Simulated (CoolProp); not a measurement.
Saturation properties of p-xylene (Tc = 343.0 °C, pc = 3.532 MPa, ω = 0.324).

Model: reference Helmholtz-energy equation of state, Zhou 2012, in CoolProp.

```tsv
T (°C)	p (MPa)	vapour density (kg/m³)	enthalpy of vaporisation (kJ/kg)	liquid conductivity (mW/(m K))
87.25	0.02051	0.7382	365.9	111
92.75	0.02499	[?]	362.9	[?]
98.25	[?]	1.061	359.8	109
103.75	[?]	1.261	356.7	107
109.25	0.04342	[?]	353.6	106
114.75	0.05157	1.749	350.4	105
120.25	0.06089	2.044	347.2	104
125.75	0.07150	2.377	344.0	102
131.25	0.08355	2.752	340.7	101
136.75	0.09714	3.171	337.3	[?]
142.25	0.1124	3.640	333.9	99.0
147.65	0.1292	[?]	330.5	98.0
153.15	0.1482	4.729	327.0	[?]
158.65	0.1694	5.369	323.4	95.8
```

### Question
What belongs in the gaps?

### Answer

- 92.75, vapour density (kg/m³): 0.8880
- 92.75, liquid conductivity (mW/(m K)): 110
- 98.25, p (MPa): 0.03024
- 103.75, p (MPa): 0.03635
- 109.25, vapour density (kg/m³): 1.489
- 136.75, liquid conductivity (mW/(m K)): 100
- 147.65, vapour density (kg/m³): 4.151
- 153.15, liquid conductivity (mW/(m K)): 96.9

It boils at 138.3 °C under 1 atm.

Thermal conductivity comes from a separate model (Mylona 2014).
